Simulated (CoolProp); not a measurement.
Vapour-liquid equilibrium of R1234ze(E) (1) + R227EA (2) at 212.9 K; x and y are mole fractions of (1).

The numbers come from the multi-fluid Helmholtz-energy mixture model, Thol 2016 and Lemmon 2016; pair parameters Bell 2023 in CoolProp.

```csv
x,bubble pressure (bar),y at the bubble point,dew pressure at overall composition x (bar),liquid density (mol/L)
0.05,0.09482,0.062,0.09460,10.01
0.15,0.09710,0.179,0.09653,10.21
0.25,0.09927,0.290,0.09848,10.42
0.35,0.1013,0.395,0.1004,10.63
0.45,0.1032,0.494,0.1023,10.85
0.55,0.1048,0.589,0.1042,11.09
0.65,0.1063,0.681,0.1058,11.33
0.75,0.1076,0.771,0.1073,11.59
0.85,0.1086,0.861,0.1085,11.86
0.95,0.1095,0.953,0.1095,12.14
```

No azeotrope shows between x = 0.05 and 0.95.

Pair parameters are fitted to limited data, so mixtures are less certain than the pure fluids.
